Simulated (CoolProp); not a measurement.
Vapour-liquid equilibrium of CH2F2 (R32) (1) + toluene (2) at 318.7 K; x and y are mole fractions of (1).

Model: multi-fluid Helmholtz-energy mixture model, Tillner-Roth 1997 and Lemmon 2006; pair parameters Bell 2016, in CoolProp.

| x | bubble pressure, mixture model (bar) | bubble pressure, Raoult's law (bar) | y, mixture model | y, Raoult's law |
|---|---|---|---|---|
| 0.05 | 3.805 | 1.512 | 0.971 | 0.936 |
| 0.15 | 9.951 | 4.333 | 0.987 | 0.980 |
| 0.25 | 14.30 | 7.154 | 0.990 | 0.989 |
| 0.35 | 17.06 | 9.976 | 0.991 | 0.993 |
| 0.45 | 18.68 | 12.80 | 0.991 | 0.996 |
| 0.55 | 19.69 | 15.62 | 0.992 | 0.997 |
| 0.65 | 20.59 | 18.44 | 0.992 | 0.998 |
| 0.75 | 21.74 | 21.26 | 0.993 | 0.999 |
| 0.85 | 23.51 | 24.08 | 0.994 | 0.999 |
| 0.95 | 26.32 | 26.90 | 0.997 | 1.000 |

The largest gap from Raoult's law is +151.7 % in bubble pressure, at x = 0.05. No azeotrope shows between x = 0.05 and 0.95.

The pair parameters rest on a limited set of measurements; away from them the model extrapolates. The gap from Raoult's law changes sign with composition, which may be real or a fault of the pair parameters; it wasn't checked against measurements. With so large a gap from Raoult's law the liquid may split in two, which this calculation doesn't test in full.
